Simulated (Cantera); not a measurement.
Feed: 1 mol ZrO2, 37 mol H2, 3.2 mol H2O, held at 0.100 bar.

Equilibrium computed with Cantera from the NASA thermochemical tables; the gas is ideal and each condensed phase is pure. Candidate condensed phases: H2O, Zr, ZrO2; 12 gas species. The numbers say what is thermodynamically allowed, not how fast it happens.

Question: At 1823 K, list the 3 most abundant gas species with their mole fractions, and the condensed phases.

Answer: H2 0.919, H2O 0.0795, H 0.00131. Condensed: ZrO2(tetragonal).
